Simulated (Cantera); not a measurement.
Input: 1 mol HgO, 0.24 mol O₂, 26 mol N₂, 1.4 mol H₂, at 1.00 bar.

Method: chemical equilibrium by Gibbs-energy minimisation in Cantera with the NASA 1993 tables (ideal gas, pure condensed phases). Candidate condensed phases: H₂O, Hg, HgO; 25 gas species. The numbers say what is thermodynamically allowed, not how fast it happens.

x: gas mole fraction; n: condensed amount in mol.

| T (°C) | x N₂ | x H₂O | x Hg | x O₂ | x NO | x OH | x H₂ | n HgO(s) |
|---|---|---|---|---|---|---|---|---|
| 277 | 0.918 | 0.0494 | 0.0326 | 3.48e-5 | 5.41e-11 | <1e-12 | <1e-12 | 0.0780 |
| 377 | 0.914 | 0.0492 | 0.0352 | 0.00141 | 7.42e-9 | <1e-12 | <1e-12 | 0 |
| 477 | 0.914 | 0.0492 | 0.0352 | 0.00141 | 7.07e-8 | 3.45e-11 | <1e-12 | 0 |
| 577 | 0.914 | 0.0492 | 0.0352 | 0.00141 | 3.96e-7 | 7.35e-10 | <1e-12 | 0 |
| 677 | 0.914 | 0.0492 | 0.0352 | 0.00141 | 1.55e-6 | 8.25e-9 | 2.39e-11 | 0 |
| 777 | 0.914 | 0.0492 | 0.0352 | 0.00140 | [?] | [?] | [?] | 0 |
| 877 | 0.914 | 0.0492 | 0.0352 | 0.00140 | [?] | [?] | [?] | 0 |
| 977 | 0.914 | 0.0492 | 0.0352 | 0.00139 | 2.48e-5 | 1.15e-6 | 4.55e-8 | 0 |
| 1077 | 0.914 | 0.0492 | 0.0352 | 0.00138 | 4.73e-5 | 3.66e-6 | 2.70e-7 | 0 |
| 1177 | 0.914 | 0.0492 | 0.0352 | 0.00136 | 8.25e-5 | 9.93e-6 | 1.26e-6 | 0 |
| 1277 | 0.914 | 0.0492 | 0.0352 | 0.00134 | 0.000133 | 2.36e-5 | 4.87e-6 | 0 |

Complete the blanks.


- 877, x NO: 1.15e-5
- 877, x OH: 2.95e-7
- 877, x H₂: 5.65e-9
- 777, x NO: 4.65e-6
- 777, x OH: 5.85e-8
- 777, x H₂: 4.75e-10
